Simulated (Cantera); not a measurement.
Cantera run, input and output.

```python
import numpy as np
import cantera as ct

gas = ct.Solution("gri30.yaml")


def delay(T, t_max=10):
    gas.TPX = T, 1200000, {'CO': 1, 'H2': 0.8, 'O2': 1.15, 'N2': 4.34, 'H2O': 1.6}
    reactor = ct.IdealGasConstPressureReactor(gas, clone=False)
    net = ct.ReactorNet([reactor])
    net.rtol, net.atol = 1e-8, 1e-16
    while net.time < t_max:
        t_old, T_old = net.time, reactor.T
        net.step()
        if reactor.T > T + 400:  # ignition: a rise of 400 K
            return t_old + (T + 400 - T_old) / (reactor.T - T_old) * (net.time - t_old)
    return np.nan


taus = []
for T in [1250, 1300, 1350, 1400, 1450, 1500, 1550]:
    taus.append(delay(T))
    print(f"T0 = {T:6g} K   tau = {taus[-1]:.4e} s")
```

Result:

```
T0 =   1250 K   tau = 1.0214e-04 s
T0 =   1300 K   tau = 4.6763e-05 s
T0 =   1350 K   tau = 2.1852e-05 s
T0 =   1400 K   tau = 1.0782e-05 s
T0 =   1450 K   tau = 5.9948e-06 s
T0 =   1500 K   tau = 3.8500e-06 s
T0 =   1550 K   tau = 2.7708e-06 s
```

Detailed kinetics in Cantera: GRI-Mech 3.0 (53 species, 325 reactions). The hydrogen kinetics of GRI-Mech 3.0 are dated; newer H2 mechanisms differ, most at raised pressure. The pressure lies above the range GRI-Mech 3.0 was tuned for (to about 10 atm).
